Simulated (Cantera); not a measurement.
What does this Cantera script print?

```python
import numpy as np
import cantera as ct

surf = ct.Interface("diamond.yaml", "diamond_100")
gas, bulk = surf.adjacent["gas"], surf.adjacent["diamond"]
k = surf.kinetics_species_index(bulk.species_names[0])
cover = ["c6HH", "c6H*", "c6*H", "c6**", "c6HM", "c6B"]

rows, drift = [], 0.0
print(f"{'xH':>10s}{'um/h':>11s}" + "".join(f"{s:>11s}" for s in cover))
for v in [0.0001, 0.00022, 0.00047, 0.001, 0.0022, 0.0047, 0.01, 0.022, 0.047]:
    T, P, xH, xCH3 = 1098, 26000, v, 2.7e-05
    gas.TPX = T, P, {"H": xH, "CH3": xCH3, "CH4": 0.016, "H2": 1 - xH - xCH3 - 0.016}
    surf.TP = bulk.TP = T, P
    surf.coverages = "c6H*:0.1, c6HH:0.9"
    surf.advance_coverages(100.0)
    before = surf.coverages
    surf.advance_coverages(100.0)
    drift = max(drift, np.max(np.abs(surf.coverages - before) / (surf.coverages + 1e-9)))
    rate = surf.net_production_rates[k] * bulk.mean_molecular_weight / bulk.density * 3.6e9
    rows.append([rate, *surf[cover].coverages])
    print(f"{v:10.4g}{rate:11.4e}" + "".join(f"{x:11.3e}" for x in rows[-1][1:]))
```

It prints:

```
        xH       um/h       c6HH       c6H*       c6*H       c6**       c6HM        c6B
    0.0001 8.1660e-01  5.904e-01  2.259e-02  3.596e-01  5.513e-03  1.422e-02  2.216e-09
   0.00022 1.6853e+00  5.479e-01  2.495e-02  3.971e-01  9.301e-03  1.351e-02  4.573e-09
   0.00047 2.7880e+00  5.274e-01  2.624e-02  4.174e-01  1.277e-02  1.058e-02  7.565e-09
     0.001 3.8445e+00  5.184e-01  2.699e-02  4.288e-01  1.530e-02  6.907e-03  1.043e-08
    0.0022 4.6472e+00  5.147e-01  2.746e-02  4.352e-01  1.690e-02  3.811e-03  1.261e-08
    0.0047 5.1076e+00  5.132e-01  2.780e-02  4.382e-01  1.774e-02  1.964e-03  1.386e-08
      0.01 5.3581e+00  5.126e-01  2.820e-02  4.395e-01  1.820e-02  9.693e-04  1.454e-08
     0.022 5.5046e+00  5.123e-01  2.892e-02  4.395e-01  1.854e-02  4.527e-04  1.494e-08
     0.047 5.6108e+00  5.121e-01  3.033e-02  4.384e-01  1.890e-02  2.158e-04  1.523e-08
```

Model: the Harris–Goodwin 1993 mechanism for the reconstructed diamond (100) surface, integrated in Cantera.
